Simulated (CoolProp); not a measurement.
Properties of oxygen along the isobar 17.1 MPa.

Computed with CoolProp (reference Helmholtz-energy equation of state, Schmidt 1985).

```json
[
 {"T (°C)": "-182.75", "phase": "liquid", "density (kg/m³)": "1174", "speed of sound (m/s)": "975.8", "viscosity (µPa s)": "227", "conductivity (mW/(m K))": "162", "fugacity coefficient": "0.01096"},
 {"T (°C)": "-175.35", "phase": "liquid", "density (kg/m³)": "1142", "speed of sound (m/s)": "925.9", "viscosity (µPa s)": "190", "conductivity (mW/(m K))": "153", "fugacity coefficient": "0.02108"},
 {"T (°C)": "-167.95", "phase": "liquid", "density (kg/m³)": "1109", "speed of sound (m/s)": "876.3", "viscosity (µPa s)": "163", "conductivity (mW/(m K))": "144", "fugacity coefficient": "0.03642"},
 {"T (°C)": "-160.55", "phase": "liquid", "density (kg/m³)": "1075", "speed of sound (m/s)": "826.8", "viscosity (µPa s)": "141", "conductivity (mW/(m K))": "135", "fugacity coefficient": "0.05780"},
 {"T (°C)": "-153.15", "phase": "liquid", "density (kg/m³)": "1040", "speed of sound (m/s)": "777.3", "viscosity (µPa s)": "123", "conductivity (mW/(m K))": "125", "fugacity coefficient": "0.08563"},
 {"T (°C)": "-145.75", "phase": "liquid", "density (kg/m³)": "1003", "speed of sound (m/s)": "727.8", "viscosity (µPa s)": "108", "conductivity (mW/(m K))": "116", "fugacity coefficient": "0.1199"},
 {"T (°C)": "-138.35", "phase": "liquid", "density (kg/m³)": "964.8", "speed of sound (m/s)": "678.2", "viscosity (µPa s)": "94.8", "conductivity (mW/(m K))": "107", "fugacity coefficient": "0.1602"},
 {"T (°C)": "-130.95", "phase": "liquid", "density (kg/m³)": "924.1", "speed of sound (m/s)": "628.6", "viscosity (µPa s)": "83.5", "conductivity (mW/(m K))": "98.8", "fugacity coefficient": "0.2059"}
]
```

Viscosity comes from a separate model (Lemmon 2004). Thermal conductivity comes from a separate model (Lemmon 2004).
